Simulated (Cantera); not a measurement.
## Adiabatic ignition

An adiabatic, constant-volume homogeneous reactor starts with CH4 : C2H6 : O2 : N2 = 1 : 0.042 : 2.75 : 33 (molar parts), equivalence ratio 0.78, at 1725 K and 1.09 atm.

Model: GRI-Mech 3.0 (53 species, 325 reactions), integrated in Cantera.

| t (s) | T (K) | P (bar) | x CH4 | x C2H6 | x O2 | x OH | x O | x NO | x CH2 |
|---|---|---|---|---|---|---|---|---|---|
| 4.00e-6 | 1724 | 1.10 | 0.0272 | 0.00108 | 0.0747 | 9.81e-7 | 4.81e-7 | <1e-12 | 4.11e-9 |
| 1.32e-5 | 1723 | 1.10 | 0.0271 | 0.000940 | 0.0747 | 4.16e-6 | 1.78e-6 | 4.81e-12 | 5.22e-8 |
| 4.34e-5 | 1722 | 1.10 | 0.0262 | 0.000659 | 0.0742 | 2.06e-5 | 7.67e-6 | 1.46e-10 | 6.01e-7 |
| 0.000143 | 2089 | 1.37 | 1.85e-5 | 1.17e-10 | 0.0290 | 0.00616 | 0.00531 | 7.51e-6 | 1.20e-6 |
| 0.000470 | 2329 | 1.50 | <1e-12 | <1e-12 | 0.0195 | 0.00628 | 0.00326 | 0.000172 | <1e-12 |
| 0.00155 | 2429 | 1.56 | <1e-12 | <1e-12 | 0.0175 | 0.00437 | 0.00125 | 0.000584 | <1e-12 |
| 0.00510 | 2435 | 1.56 | <1e-12 | <1e-12 | 0.0168 | 0.00411 | 0.00109 | 0.00155 | <1e-12 |
| 0.0168 | 2430 | 1.56 | <1e-12 | <1e-12 | 0.0159 | 0.00398 | 0.00103 | 0.00364 | <1e-12 |
| 0.0553 | 2425 | 1.55 | <1e-12 | <1e-12 | 0.0150 | 0.00387 | 0.000979 | 0.00549 | <1e-12 |
| 0.182 | 2425 | 1.55 | <1e-12 | <1e-12 | 0.0149 | 0.00386 | 0.000974 | 0.00570 | <1e-12 |
| 0.600 | 2425 | 1.55 | <1e-12 | <1e-12 | 0.0149 | 0.00386 | 0.000974 | 0.00570 | <1e-12 |
x: mole fraction; the columns are a selection and need not sum to one.

* **time of steepest temperature rise**: 0.138 ms
* **temperature at 0.600 s**: 2425 K
* **equilibrium temperature**: 2425 K
* **x(CH4) at 0.600 s**: <1e-12 (gas-phase equilibrium <1e-12)
* **x(C2H6) at 0.600 s**: <1e-12 (gas-phase equilibrium <1e-12)
* **x(O2) at 0.600 s**: 0.0149 (gas-phase equilibrium 0.0149)
